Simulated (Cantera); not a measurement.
Cantera run:

```python
import numpy as np
import cantera as ct

gas_names = [...]  # 123 gases of nasa_gas.yaml made of C, H, O, Si
cond_names = """
    C(gr) C6H6(L) C7H8(L) C8H18(L),n-octa H2O(s) H2O(L) Si(cr) Si(L) SiC(b) SiO2(Lqz) SiO2(hqz) SiO2(L)
""".split()


# ... load() reads the species with a 1 bar reference pressure and builds the phases ...
atoms = {
    'TEOS': {'Si': 1, 'C': 8, 'H': 20, 'O': 4},
    'O3': {'O': 3},
}
top_T = {'C(gr)': 4500, 'SiC(b)': 3050}  # K; cautious upper limits of use, not melting points


# ... equilibrate(T, P, feed) seeds the gas with the atoms and calls Mixture.equilibrate('TP', solver="vcs", rtol=1e-11, max_steps=5000) ...
results = []
feed = {'TEOS': 1, 'O3': 1.7}  # mol
T = 1973.15  # K
P = 18000  # Pa
mix = equilibrate(T, P, feed)
results.append((T, P, feed, dict(zip(mix.species_names, mix.species_moles))))
x = sorted(zip(gas.X, gas.species_names), reverse=True)
print(f"T = {T:g} K  P = {P:g} Pa  gas = {mix.phase_moles(0):.4g} mol")
print("   x: " + "  ".join(f"{s} {v:.3e}" for v, s in x if v > 0.001))
print("   condensed (mol): " + ("  ".join(f"{mix.phase(i).name} {mix.phase_moles(i):.4g}"
      for i in range(1, mix.n_phases) if mix.phase_moles(i) > 1e-12) or "none"))
```

Output:

```
T = 1973.15 K  P = 18000 Pa  gas = 18.98 mol
   x: H2 5.229e-01  CO 4.210e-01  SiO 5.060e-02  H2O 2.703e-03  H 2.302e-03
   condensed (mol): SiO2(L) 0.03946
```

Cantera equilibrium calculation (NASA polynomials, part measured and part estimated; ideal gas, pure solids and liquids). The feed counts by its element totals alone. The tables hold silica as quartz up to 1696 K and as liquid above; real silica turns to tridymite and cristobalite and melts near 1996 K.
